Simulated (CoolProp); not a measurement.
Decamethylcyclopentasiloxane (D5) at 469.29 K and 4.46 MPa is throttled through a valve to 1.14 MPa with no heat exchange. Each further row changes one setting.

The numbers come from the reference Helmholtz-energy equation of state, Thol 2019 in CoolProp.

```csv
case,temperature change (K),final density (kg/m³)
as stated,+0.7,767
outlet pressure 0.342 MPa,+0.8,763
outlet pressure 1.48 MPa,+0.6,769
```
